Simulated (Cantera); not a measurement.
A freely propagating, adiabatic, planar premixed flame of 21.2 % H₂, 16.5 % O₂, 62.3 % N₂, equivalence ratio 0.64, unburnt at 525 K and 101000 Pa; mixture-averaged transport, grid criteria slope 0.08 and curve 0.16, no radiation.

Computed with Cantera and the H2/O2 subset of GRI-Mech 3.0, which has no nitrogen chemistry. Burning velocities carry a grid error of a few per cent, more on coarse grids. Lean hydrogen flames are cellular in practice and burn faster than this planar one.

x: mole fraction of selected species; z is measured from the peak of heat release.

| z (mm) | T (K) | u (m/s) | x H₂ | x O₂ | x H₂O₂ | x OH | x HO₂ | x H₂O |
|---|---|---|---|---|---|---|---|---|
| -1.20 | 525 | 3.42 | 0.212 | 0.165 | <1e-8 | <1e-8 | <1e-8 | <1e-8 |
| -0.802 | 525 | 3.42 | 0.212 | 0.165 | <1e-8 | <1e-8 | <1e-8 | 1.21e-8 |
| -0.602 | 525 | 3.42 | 0.212 | 0.165 | <1e-8 | <1e-8 | 3.22e-8 | 1.94e-7 |
| -0.401 | 525 | 3.42 | 0.210 | 0.166 | (withheld) | <1e-8 | (withheld) | (withheld) |
| -0.201 | 563 | 3.61 | 0.195 | 0.168 | 1.52e-5 | 6.33e-5 | 0.000282 | 0.00231 |
| -0.100 | (withheld) | 5.00 | (withheld) | 0.162 | (withheld) | (withheld) | (withheld) | (withheld) |
| 0 | 1181 | 7.17 | 0.0847 | 0.130 | 9.29e-6 | 0.00281 | 0.000114 | 0.0969 |
| 0.100 | 1455 | 8.76 | 0.0335 | 0.0910 | 4.51e-6 | 0.00735 | 6.43e-5 | 0.164 |
| 0.201 | 1602 | 9.61 | 0.0180 | 0.0757 | 2.47e-6 | 0.0102 | 4.45e-5 | 0.189 |
| 0.401 | 1753 | 10.4 | 0.0124 | 0.0698 | 1.21e-6 | 0.0118 | 3.00e-5 | 0.202 |
| 0.802 | 1881 | 11.1 | 0.00864 | 0.0677 | 6.52e-7 | 0.0116 | 1.88e-5 | 0.213 |
| 1.60 | 1977 | 11.6 | 0.00493 | 0.0667 | 3.89e-7 | 0.00978 | 1.04e-5 | 0.221 |
| 3.21 | 2035 | 11.9 | 0.00228 | 0.0667 | 2.42e-7 | 0.00710 | 5.28e-6 | 0.227 |

Task: Fill in the missing entries.

Result: 
- -0.401, x H₂O₂: 5.25e-8
- -0.401, x HO₂: 1.89e-6
- -0.401, x H₂O: 7.96e-6
- -0.100, T (K): 805
- -0.100, x H₂: 0.154
- -0.100, x H₂O₂: 2.98e-5
- -0.100, x OH: 0.000760
- -0.100, x HO₂: 0.000233
- -0.100, x H₂O: 0.0275
